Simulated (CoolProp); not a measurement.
Isopentane along the isotherm 285.5 K: Z from the reference equation and from simpler models built on Tc = 460.3 K, pc = 3378 kPa, ω = 0.227; each cubic takes its own stable root.

Model: reference Helmholtz-energy equation of state, Lemmon 2006, in CoolProp. It is a short technical equation, of lower accuracy than the large ones.

```
p (kPa)   phase  reference  Redlich-Kwong  Soave-Redlich-Kwong  Peng-Robinson
-------  ------  ---------  -------------  -------------------  -------------
53.4        gas     0.9726         0.9795               0.9775         0.9766
80.6     liquid          ?         0.9688             0.004193       0.003712
122      liquid   0.005907       0.006524                    ?       0.005618
183      liquid   0.008859              ?             0.009516       0.008425
277      liquid    0.01341        0.01480              0.01440              ?
417      liquid    0.02018        0.02227              0.02167        0.01919
630      liquid    0.03047        0.03362              0.03271        0.02897
950      liquid    0.04592        0.05062              0.04928        0.04365
1430     liquid    0.06906        0.07606              0.07407        0.06562
2160     liquid     0.1042         0.1146               0.1116        0.09894
3260     liquid     0.1569         0.1722               0.1680         0.1489
4920     liquid     0.2360         0.2583               0.2523         0.2239
7420     liquid     0.3543         0.3864               0.3781              ?
11200    liquid     0.5314              ?               0.5656         0.5030
16900    liquid          ?         0.8580               0.8436         0.7514
```

**Question.** Fill in the missing entries.

**Answer.** 
- 80.6, reference: 0.003903
- 122, Soave-Redlich-Kwong: 0.006345
- 183, Redlich-Kwong: 0.009783
- 277, Peng-Robinson: 0.01275
- 7420, Peng-Robinson: 0.3358
- 11200, Redlich-Kwong: 0.5768
- 16900, reference: 0.7947

At some of these states Redlich-Kwong gives the other phase, because its saturation line lies elsewhere.
